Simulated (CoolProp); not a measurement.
Vapour-liquid equilibrium of R13 (1) + isobutane (2) at 53.3 kPa; x and y are mole fractions of (1).

Computed with CoolProp (multi-fluid Helmholtz-energy mixture model, Platzer 1990 and Bücker 2006; pair parameters Bell 2016). This equation is an older, rougher fit; its heat capacities, sound speeds and derivatives of the liquid may be far off and weren't checked against measurements.

```
x     bubble temperature (K)  y at the bubble point  dew temperature at overall composition x (K)  liquid density (mol/L)
----  ----------------------  ---------------------  --------------------------------------------  ----------------------
0.05                       ?                  0.703                                             ?                   11.04
0.2                    198.5                  0.945                                         241.3                       ?
0.35                       ?                  0.972                                         237.0                   12.42
0.5                    187.7                  0.982                                         231.9                   12.95
0.65                   185.4                  0.987                                         225.4                   13.49
0.8                    183.4                  0.992                                         216.2                   14.07
0.95                   181.3                      ?                                         197.4                   14.72
```

Question: Complete the blanks.

Answer: 
- 0.05, bubble temperature (K): 222.6
- 0.05, dew temperature at overall composition x (K): 245.0
- 0.2, liquid density (mol/L): 11.85
- 0.35, bubble temperature (K): 191.2
- 0.95, y at the bubble point: 0.998

No azeotrope shows between x = 0.05 and 0.95.

Pair parameters are fitted to limited data, so mixtures are less certain than the pure fluids. With so large a gap from Raoult's law the liquid may split in two, which this calculation doesn't test in full.
